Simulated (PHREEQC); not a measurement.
# Leach liquor: an equilibrium model

Make-up at 25 °C: 0.0034 mol H2SO4, 0.028 mol FeSO4 and 0.0012 mol MnSO4 per kg of water. Closed to the air; pH follows from the charge balance.

All values are PHREEQC results (ion-association model, phreeqc.dat), not measurements.

Each row changes one thing in this solution. This is a speciation only: nothing precipitates in the calculation.

```json
[
 {"case": "as made", "pH": "2.51", "ionic strength (mol/kgw)": "0.0781", "SO4-2 (mol/kgw)": "0.0189", "Fe+2 (mol/kgw)": "0.0176", "FeSO4 (mol/kgw)": "0.0101", "HSO4- (mol/kgw)": "0.00287", "SI of Melanterite (FeSO4:7H2O)": "-2.03"},
 {"case": "diluted 100-fold with water", "pH": "4.20", "ionic strength (mol/kgw)": "0.00122", "SO4-2 (mol/kgw)": "0.000313", "Fe+2 (mol/kgw)": "0.000269", "FeSO4 (mol/kgw)": "1.10e-5", "HSO4- (mol/kgw)": "1.73e-6", "SI of Melanterite (FeSO4:7H2O)": "-5.00"},
 {"case": "diluted 5-fold with water", "pH": "3.03", "ionic strength (mol/kgw)": "0.0194", "SO4-2 (mol/kgw)": "0.00486", "Fe+2 (mol/kgw)": "0.00429", "FeSO4 (mol/kgw)": "0.00130", "HSO4- (mol/kgw)": "0.000298", "SI of Melanterite (FeSO4:7H2O)": "-2.93"},
 {"case": "temperature from 25 to 60 °C", "pH": "2.66", "ionic strength (mol/kgw)": "…", "SO4-2 (mol/kgw)": "0.0154", "Fe+2 (mol/kgw)": "0.0152", "FeSO4 (mol/kgw)": "0.0125", "HSO4- (mol/kgw)": "0.00389", "SI of Melanterite (FeSO4:7H2O)": "…"},
 {"case": "temperature from 25 to 15 °C", "pH": "2.48", "ionic strength (mol/kgw)": "0.0822", "SO4-2 (mol/kgw)": "0.0201", "Fe+2 (mol/kgw)": "0.0185", "FeSO4 (mol/kgw)": "0.00925", "HSO4- (mol/kgw)": "0.00263", "SI of Melanterite (FeSO4:7H2O)": "-1.86"},
 {"case": "0.013 mol/kgw CuCl2 added", "pH": "2.48", "ionic strength (mol/kgw)": "0.108", "SO4-2 (mol/kgw)": "0.0171", "Fe+2 (mol/kgw)": "0.0193", "FeSO4 (mol/kgw)": "0.00817", "HSO4- (mol/kgw)": "0.00256", "SI of Melanterite (FeSO4:7H2O)": "-2.12"},
 {"case": "0.0005 mol/kgw CaSO4 added", "pH": "2.52", "ionic strength (mol/kgw)": "0.0792", "SO4-2 (mol/kgw)": "0.0192", "Fe+2 (mol/kgw)": "0.0176", "FeSO4 (mol/kgw)": "0.0101", "HSO4- (mol/kgw)": "0.00288", "SI of Melanterite (FeSO4:7H2O)": "-2.03"},
 {"case": "temperature from 25 to 50 °C", "pH": "2.61", "ionic strength (mol/kgw)": "0.0690", "SO4-2 (mol/kgw)": "0.0163", "Fe+2 (mol/kgw)": "0.0158", "FeSO4 (mol/kgw)": "0.0119", "HSO4- (mol/kgw)": "…", "SI of Melanterite (FeSO4:7H2O)": "-2.40"}
]
```

Task: Complete the blanks.

Result: 
- temperature from 25 to 60 °C, ionic strength (mol/kgw): 0.0659
- temperature from 25 to 60 °C, SI of Melanterite (FeSO4:7H2O): -2.53
- temperature from 25 to 50 °C, HSO4- (mol/kgw): 0.00358

At this temperature some constants are extrapolated from 25 °C, and those without enthalpy data are left unchanged.
